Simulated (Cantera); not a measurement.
What does this Cantera script print?

```python
import numpy as np
import cantera as ct

gas = ct.Solution("gri30.yaml")
gas.TPX = 1573, 110000, {'CH4': 1, 'H2O': 0.42, 'N2': 0.043}
inlet = ct.Reservoir(gas, clone=True)

reactor = ct.IdealGasConstPressureReactor(gas, energy="off", clone=False)
exhaust = ct.Reservoir(gas, clone=True)
tau = [19, 7.6, 3.1, 1.2, 0.5, 0.2, 0.081, 0.033, 0.013, 0.0053, 0.0022][0]
for a, b in ((inlet, reactor), (reactor, exhaust)):
    ct.MassFlowController(a, b, mdot=lambda t: reactor.mass / tau)
net = ct.ReactorNet([reactor])
show = ['CH4', 'H2O', 'C2H6', 'C2H2', 'CH2CO', 'OH']

rows = []
print(f"{'tau/s':>10s}{'T/K':>9s}" + "".join(f"{s:>11s}" for s in show))
for tau in [19, 7.6, 3.1, 1.2, 0.5, 0.2, 0.081, 0.033, 0.013, 0.0053, 0.0022]:
    net.initial_time = 0.0
    net.advance(30 * tau)
    before = gas.X
    net.advance(40 * tau)
    drift = np.max(np.abs(gas.X - before) / (gas.X + 1e-9))
    rows.append([gas.T, *gas[show].X, drift])
    print(f"{tau:10.3e}{gas.T:9.1f}" + "".join(f"{x:11.3e}" for x in gas[show].X))
```

Result:

```
     tau/s      T/K        CH4        H2O       C2H6       C2H2      CH2CO         OH
 1.900e+01   1573.0  7.574e-02  4.235e-02  3.557e-05  8.922e-02  4.169e-06  7.277e-08
 7.600e+00   1573.0  8.477e-02  7.222e-02  4.202e-05  1.033e-01  7.824e-06  1.246e-07
 3.100e+00   1573.0  1.004e-01  1.083e-01  5.317e-05  1.181e-01  1.323e-05  1.861e-07
 1.200e+00   1573.0  1.316e-01  1.478e-01  7.865e-05  1.287e-01  1.981e-05  2.492e-07
 5.000e-01   1573.0  1.828e-01  1.798e-01  1.353e-04  1.274e-01  2.442e-05  2.945e-07
 2.000e-01   1573.0  2.651e-01  2.076e-01  2.726e-04  1.117e-01  2.602e-05  3.317e-07
 8.100e-02   1573.0  3.684e-01  2.313e-01  5.504e-04  8.489e-02  2.398e-05  3.698e-07
 3.300e-02   1573.0  4.740e-01  2.519e-01  1.021e-03  5.418e-02  1.853e-05  4.150e-07
 1.300e-02   1573.0  5.659e-01  2.688e-01  1.675e-03  2.626e-02  1.043e-05  4.642e-07
 5.300e-03   1573.0  6.270e-01  2.795e-01  2.189e-03  8.939e-03  3.504e-06  4.935e-07
 2.200e-03   1573.0  6.608e-01  2.847e-01  2.100e-03  1.842e-03  5.141e-07  4.748e-07
```

Computed with Cantera and GRI-Mech 3.0 (53 species, 325 reactions). GRI-Mech 3.0 stops at C3 and has no aromatics, soot or wall deposition, so with more carbon than oxygen in the feed, carbon stays in small species such as C2H2 where larger ones or solid carbon would form.
